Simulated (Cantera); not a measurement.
An isothermal, constant-pressure homogeneous reactor starts with CH4 : H2O : H2 = 1 : 1.3 : 1.2 (molar parts), at 1675 K and 750 Torr.

Model: GRI-Mech 3.0 (53 species, 325 reactions), integrated in Cantera.

x: mole fraction; the columns are a selection and need not sum to one.

```
t (s)          x CH4       x H2O   x H2       x C2H       x HCO      x CH2O
--------  ----------  ----------  -----  ----------  ----------  ----------
8.00e-5        0.285       0.371  0.343      <1e-12    2.96e-10     5.85e-7
0.000360       0.281       0.371  0.345    1.02e-10     3.03e-9     4.08e-6
0.00162        0.266       0.367  0.359     2.82e-9     3.47e-9     4.43e-6
0.00727        0.212       0.350  0.408     1.73e-8     2.78e-9     3.22e-6
0.0327         0.113       0.316  0.501     4.40e-8     1.78e-9     1.49e-6
0.147         0.0441       0.270  0.583     5.76e-8     2.24e-9     5.14e-7
0.660         0.0281       0.191  0.650     3.66e-8     6.13e-9     2.19e-7
2.97      (withheld)  (withheld)  0.719  (withheld)  (withheld)  (withheld)
13.3         0.00540      0.0609  0.757     1.34e-9     1.49e-8     6.40e-8
60.0      (withheld)  (withheld)  0.766    1.01e-11     1.56e-8  (withheld)
```

Task: Some entries are withheld; supply them.

Result: 
- 2.97, x CH4: 0.0161
- 2.97, x H2O: 0.105
- 2.97, x C2H: 1.20e-8
- 2.97, x HCO: 1.17e-8
- 2.97, x CH2O: 9.32e-8
- 60.0, x CH4: 0.000480
- 60.0, x H2O: 0.0515
- 60.0, x CH2O: 5.84e-8
